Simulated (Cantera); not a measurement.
Source: NASA polynomial tables (part measured, part estimated), evaluated in Cantera. Values are per mole of reaction as written; species without (g) are pure solids or liquids, kept so even where they would boil at 1 bar.

2 CO(g) + Si2C(g) = 2 SiO(g) + 3 C

```tsv
T (K)	ΔH° (kJ)	ΔS° (J/K)	ΔG° (kJ)	log10 K
1075	-513.9	-199.3	-299.6	14.56
1225	?	?	?	?
1375	-510.0	-196.1	-240.3	9.13
1525	?	?	?	?
1675	-505.6	-193.3	-181.9	5.67
1825	?	?	?	?
1975	-501.0	-190.7	-124.3	3.29
```

Q: Some entries are withheld; supply them.

A: 
- 1225, ΔH° (kJ): -512.0
- 1225, ΔS° (J/K): -197.7
- 1225, ΔG° (kJ): -269.8
- 1225, log10 K: 11.51
- 1525, ΔH° (kJ): -507.8
- 1525, ΔS° (J/K): -194.6
- 1525, ΔG° (kJ): -211.0
- 1525, log10 K: 7.23
- 1825, ΔH° (kJ): -503.3
- 1825, ΔS° (J/K): -192.0
- 1825, ΔG° (kJ): -153.0
- 1825, log10 K: 4.38
